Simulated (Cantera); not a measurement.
Charge: 1 mol Cr, 0.091 mol O2, 460 mol H2, at 1950 °C and 1 atm.

Equilibrium computed with Cantera from the NASA thermochemical tables; the gas is ideal and each condensed phase is pure. Candidate condensed phases: Cr, Cr2O3, H2O; 13 gas species. Equilibrium is a limit: real reactors are often held back by kinetics, nucleation or transport.

Base state: H2 0.991, H 0.00634, Cr 0.00216, H2O 0.000392 (mole fractions); condensed: gas only.

**Question.** What changes in the equilibrium state with this change: pressure from 1 atm to 13.0 mbar?

**Answer.** 
| species | before | after |
|---|---|---|
| H2 | 0.991 | 0.943 |
| H | 0.00634 | 0.0546 |
| Cr | 0.00216 | 0.00211 |
| H2O | 0.000392 | 0.000380 |

**Question.** What changes in the equilibrium state with this change: pressure from 1 atm to 48.0 mbar?

**Answer.** 
| species | before | after |
|---|---|---|
| H2 | 0.991 | 0.969 |
| H | 0.00634 | 0.0288 |
| Cr | 0.00216 | 0.00214 |
| H2O | 0.000392 | 0.000387 |

**Question.** What changes in the equilibrium state with this change: pressure from 1 atm to 0.290 bar?

**Answer.** 
| species | before | after |
|---|---|---|
| H2 | 0.991 | 0.986 |
| H | 0.00634 | 0.0118 |
| Cr | 0.00216 | 0.00216 |
| H2O | 0.000392 | 0.000391 |
